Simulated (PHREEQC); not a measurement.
**Spent oxide etchant: speciation**

Solution (20 °C): 27.5 mmol/kgw HF, 55 mmol/kgw H2SiF6 and 20 mmol/kgw HBF4. Closed to the air; pH follows from the charge balance.

All values are PHREEQC results (ion-association model, phreeqc.dat), not measurements.

```json
{
 "pH": "0.98",
 "ionic_strength": "0.185 mol/kgw",
 "density": "1.006 g/cm³",
 "total_alkalinity": "-438 meq/kg"
}
```

```
species  molality  activity   log γ
-------  --------  --------  ------
H+          0.130     0.104  -0.096
SiF6-2     0.0550    0.0170  -0.511
HF         0.0276    0.0288   0.019
BF4-       0.0197    0.0148  -0.124
F-       0.000281  0.000201  -0.146
BF3OH-   0.000228  0.000172  -0.124
H3BO3     3.77e-5   3.94e-5   0.019
```

No solid was allowed to form. Complexes and solids missing from the database can't appear. SiF6-2 is the database's only silicon fluoride. Real BF4- forms and hydrolyses slowly; the run takes it at equilibrium.
